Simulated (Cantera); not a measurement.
Charge: 1 mol Fe3O4, 0.35 mol C, 0.057 mol CO, held at 1302 °C and 1 atm.

Equilibrium computed with Cantera from the NASA thermochemical tables; the gas is ideal and each condensed phase is pure. Candidate condensed phases: C, Fe, Fe(CO)5, FeO, Fe2O3, Fe3O4; 15 gas species. Mutual solubility and eutectic melting of coexisting phases are not modelled. The tables' stoichiometric FeO is somewhat more stable than real wüstite, so its field is too wide. FeO: taken at fixed stoichiometry. The numbers say what is thermodynamically allowed, not how fast it happens.

Base state: CO2 0.953, CO 0.0472 (mole fractions); condensed: FeO(s) + Fe3O4(s).

**Question.** What changes in the equilibrium state with this change: 0.2 mol H2S added?

**Answer.** 
```json
[
 {"species": "CO2", "before": "0.953", "after": "0.459"},
 {"species": "H2O", "before": "0", "after": "0.247"},
 {"species": "SO2", "before": "0", "after": "0.123"},
 {"species": "S2", "before": "0", "after": "0.0371"},
 {"species": "H2", "before": "0", "after": "0.0186"},
 {"species": "CO", "before": "0.0472", "after": "0.100"},
 {"species": "H2S", "before": "0", "after": "0.00926"},
 {"species": "SO", "before": "0", "after": "0.00210"},
 {"species": "COS", "before": "0", "after": "0.00168"},
 {"species": "S2O", "before": "0", "after": "0.00147"},
 {"species": "FeO(s), mol", "before": "2.21", "after": "2.96"},
 {"species": "Fe3O4(s), mol", "before": "0.262", "after": "0"},
 {"species": "FeS(l), mol", "before": "0", "after": "0.0445"}
]
```
Metal and sulfide melt together well below either melting point, which pure phases cannot show. FeO, FeS: taken at fixed stoichiometry. Further candidate phases: C6H6, C7H8, C8H18, Fe(OH)2, Fe(OH)3, FeS, FeSO4, FeS2, Fe2(SO4)3, H2O, H2SO4, S.

**Question.** What changes in the equilibrium state with this change: Fe3O4 replaced by Fe2O3?

**Answer.** 
```tsv
species	before	after
CO2	0.953	0.953
CO	0.0472	0.0472
FeO(s), mol	2.21	1.21
Fe3O4(s), mol	0.262	0.262
```
